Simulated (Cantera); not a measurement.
A closed system holds: 1 mol Si, 0.7 mol Cl2, 4.6 mol H2, held at 977 °C and 1.00 bar.

Cantera equilibrium calculation (NASA polynomials, part measured and part estimated; ideal gas, pure solids and liquids). Candidate condensed phases: Si; 19 gas species. The tables' values for SiCl3 are old estimates; treat these amounts as uncertain. Equilibrium is a limit: real reactors are often held back by kinetics, nucleation or transport.

Base state: H2 0.884, HCl 0.0467, SiCl4 0.0333, SiHCl3 0.0224, SiCl2 0.00621, SiCl3 0.00538, SiH2Cl2 0.00206, SiH3Cl 5.23e-5 (mole fractions); condensed: Si(s).

What changes in the equilibrium state with this change: temperature from 977 °C to 902 °C?


| species | before | after |
|---|---|---|
| H2 | 0.884 | 0.896 |
| SiCl4 | 0.0333 | 0.0386 |
| HCl | 0.0467 | 0.0318 |
| SiHCl3 | 0.0224 | 0.0257 |
| SiCl2 | 0.00621 | 0.00257 |
| SiCl3 | 0.00538 | 0.00318 |
| SiH2Cl2 | 0.00206 | 0.00219 |
| SiH3Cl | 5.23e-5 | 5.07e-5 |
| Si(s), mol | 0.653 | 0.642 |
